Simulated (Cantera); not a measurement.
A freely propagating, adiabatic, planar premixed flame of 11.2 % CH4, 18.7 % O2, 70.1 % N2, equivalence ratio 1.2, unburnt at 425 K and 9.87 atm; mixture-averaged transport, grid criteria slope 0.08 and curve 0.16, no radiation.

Cantera simulation using GRI-Mech 3.0 (53 species, 325 reactions); the numbers are that mechanism's predictions, not measurements. Burning velocities carry a grid error of a few per cent, more on coarse grids.

x: mole fraction of selected species; z is measured from the peak of heat release.

| z (mm) | T (K) | u (m/s) | x CH4 | x O2 | x N2O | x HCO | x NO | x HCN |
|---|---|---|---|---|---|---|---|---|
| -0.310 | 425 | 0.207 | 0.112 | 0.186 | <1e-8 | <1e-8 | <1e-8 | <1e-8 |
| -0.207 | 432 | 0.211 | 0.111 | 0.186 | <1e-8 | <1e-8 | <1e-8 | 1.28e-8 |
| -0.155 | 461 | 0.226 | 0.108 | 0.183 | <1e-8 | <1e-8 | 4.32e-8 | 9.52e-8 |
| -0.103 | 620 | 0.307 | 0.0977 | 0.170 | <1e-8 | <1e-8 | 5.22e-7 | 8.79e-7 |
| -0.0517 | 1168 | 0.588 | 0.0613 | 0.118 | 6.36e-8 | ? | 8.75e-6 | 5.65e-6 |
| -0.0258 | 1601 | 0.812 | 0.0313 | 0.0713 | 1.28e-7 | ? | 2.18e-5 | 1.12e-5 |
| 0 | 1986 | 1.01 | 0.00677 | 0.0255 | 1.60e-7 | ? | 3.93e-5 | 1.97e-5 |
| 0.0258 | 2143 | 1.09 | 0.000581 | 0.00570 | 1.17e-7 | ? | 6.49e-5 | 2.25e-5 |
| 0.0517 | 2182 | 1.11 | 4.91e-5 | 0.00137 | 8.65e-8 | ? | 8.30e-5 | 1.49e-5 |
| 0.103 | 2207 | 1.12 | 1.33e-6 | 0.000242 | 5.47e-8 | ? | 9.56e-5 | 6.09e-6 |
| 0.207 | 2223 | 1.12 | 3.06e-8 | 6.08e-5 | 3.13e-8 | ? | 0.000101 | 1.97e-6 |
| 0.413 | 2230 | 1.13 | <1e-8 | 1.96e-5 | 1.92e-8 | ? | 0.000102 | 5.92e-7 |
| 0.827 | 2231 | 1.13 | <1e-8 | 1.15e-5 | 1.55e-8 | ? | 0.000103 | 1.45e-7 |

### Question
Complete the blanks.

### Answer

- -0.0517, x HCO: 1.06e-7
- -0.0258, x HCO: 2.66e-6
- 0, x HCO: 6.95e-6
- 0.0258, x HCO: 2.74e-6
- 0.0517, x HCO: 4.76e-7
- 0.103, x HCO: 1.41e-7
- 0.207, x HCO: 7.60e-8
- 0.413, x HCO: 4.49e-8
- 0.827, x HCO: 3.58e-8
